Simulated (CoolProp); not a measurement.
A simple Rankine cycle with isobutane: condensing at 293.15 K, boiler at 2.06 MPa, turbine inlet 415.1 K, turbine efficiency 0.8, pump efficiency 0.7, no recuperator. Each further row changes one setting.

Model: reference Helmholtz-energy equation of state, Bücker 2006, in CoolProp.

```csv
case,thermal efficiency (%),net work (kJ/kg),heat in (kJ/kg),turbine exit temperature (K),volume ratio over the turbine
as stated,13.1,70.1,534,362.2,7.23
turbine inlet 435.1 K,13.0,76.0,585,384.1,7.03
condensing temperature 285.15 K,14.4,___,553,___,___
boiler pressure 1.44 MPa,11.1,___,551,374.8,4.81
turbine efficiency 0.7,11.4,60.8,534,366.8,7.34
```

Task: Some entries are withheld; supply them.

Result: 
- condensing temperature 285.15 K, net work (kJ/kg): 79.6
- condensing temperature 285.15 K, turbine exit temperature (K): 356.6
- condensing temperature 285.15 K, volume ratio over the turbine: 9.21
- boiler pressure 1.44 MPa, net work (kJ/kg): 61.1
